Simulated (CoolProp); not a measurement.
A closed Brayton cycle with nitrogen: compressor inlet 327.15 K and 4.3 MPa, high pressure 12.5 MPa, turbine inlet 670 K, compressor efficiency 0.89, turbine efficiency 0.93, recuperator effectiveness 0.9 (on enthalpy, no pinch check). Each further row changes one setting.

Model: reference Helmholtz-energy equation of state, Span 2000, in CoolProp.

```
case                           thermal efficiency (%)  net work (kJ/kg)  compressor to turbine work  compressor exit (K)  turbine exit (K)
-----------------------------  ----------------------  ----------------  --------------------------  -------------------  ----------------
as stated                                        19.8              36.6                        0.79                459.8             509.6
turbine inlet 620 K                              13.8              23.2                        0.86                459.8             470.3
compressor inlet 337.15 K                        17.5              32.1                        0.82                473.6             509.6
high pressure 10.6 MPa                           22.4              37.3                        0.76                436.6             531.7
recuperator effectiveness 0.5                    17.7              36.6                        0.79                459.8             509.6
```
